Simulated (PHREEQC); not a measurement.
A column of 1 m (40 cells, dispersivity 0.08 m, 60 s a shift, diffusion coefficient 3e-10 m²/s) holds 0.0026 eq of the database's cation exchanger X per kg of pore water, first in equilibrium with 0.47 mmol/kgw Na2SO4, 10 mmol/kgw ZnCl2, 1.3 mmol/kgw KCl and 0.01 mmol/kgw HCl. It is flushed with 0.0032 mol KBr and 1e-05 mol HCl per kg of water, at 15 °C. Values are for the last cell. CO2 from the air is kept out. No solid was allowed to form.

Equilibrium calculation in PHREEQC: ion-association model, phreeqc.dat.

**Question.** Predict Br in solution (mol/kgw), S in solution (mol/kgw), Na in solution (mol/kgw) at pore volumes = 0.6375, 0.8875.

**Answer.** 
```json
[
 {"pore volumes": "0.6375", "Br in solution (mol/kgw)": "0.000514", "S in solution (mol/kgw)": "0.000395", "Na in solution (mol/kgw)": "0.000793"},
 {"pore volumes": "0.8875", "Br in solution (mol/kgw)": "0.00145", "S in solution (mol/kgw)": "0.000258", "Na in solution (mol/kgw)": "0.000522"}
]
```
